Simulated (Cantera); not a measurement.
Feed: 1 mol TEOS, 0.13 mol N₂O, held at 1548 K and 9.75 Torr.

Cantera equilibrium calculation (NASA polynomials, part measured and part estimated; ideal gas, pure solids and liquids). Candidate condensed phases: C, C₆H₆, C₇H₈, C₈H₁₈, H₂O, Si, SiC, SiO₂, Si₂N₂O, Si₃N₄; 151 gas species. The feed counts by its element totals alone. The numbers say what is thermodynamically allowed, not how fast it happens.

Base state: H₂ 0.701, CO 0.289, N₂ 0.00906, SiO 0.000688, H 0.000226, HCN 0.000117, CH₄ 1.31e-5, C₂H₂ (acetylene) 1.10e-5 (mole fractions); condensed: C(graphite) + SiC(s).

Question: What changes in the equilibrium state with this change: temperature from 1548 K to 1273.15 K?

Answer: 
```
species                before    after
-------------------  --------  -------
H₂                      0.701    0.816
CO                      0.289    0.174
N₂                    0.00906   0.0106
SiO                  0.000688  2.08e-6
H                    0.000226  5.66e-6
C₂H₂ (acetylene)      1.10e-5  3.04e-7
C(graphite), mol         2.89     5.87
SiC(s), mol             0.990        0
SiO₂(β-quartz), mol         0    1.000
```
The tables hold silica as quartz up to 1696 K and as liquid above; real silica turns to tridymite and cristobalite and melts near 1996 K.

Question: What changes in the equilibrium state with this change: N₂O from 0.13 to 6.6 mol?

Answer: 
```
species                before    after
-------------------  --------  -------
H₂                      0.701    0.388
CO                      0.289    0.320
N₂                    0.00906    0.268
H₂O                   3.23e-6   0.0188
SiO                  0.000688  1.04e-5
CH₄                   1.31e-5    <1e-9
CO₂                   4.78e-7  0.00557
C(graphite), mol         2.89        0
SiC(s), mol             0.990        0
SiO₂(β-quartz), mol         0    1.000
```
The tables hold silica as quartz up to 1696 K and as liquid above; real silica turns to tridymite and cristobalite and melts near 1996 K.

Question: What changes in the equilibrium state with this change: temperature from 1548 K to 923 K?

Answer: 
| species | before | after |
|---|---|---|
| H₂ | 0.701 | 0.814 |
| CO | 0.289 | 0.170 |
| N₂ | 0.00906 | 0.0107 |
| H₂O | 3.23e-6 | 0.00277 |
| SiO | 0.000688 | <1e-9 |
| H | 0.000226 | 1.94e-9 |
| C₂H₂ (acetylene) | 1.10e-5 | <1e-9 |
| CO₂ | 4.78e-7 | 0.00118 |
| HCN | 0.000117 | 1.27e-7 |
| CH₄ | 1.31e-5 | 0.00200 |
| C(graphite), mol | 2.89 | 5.89 |
| SiC(s), mol | 0.990 | 0 |
| SiO₂(β-quartz), mol | 0 | 1.00 |
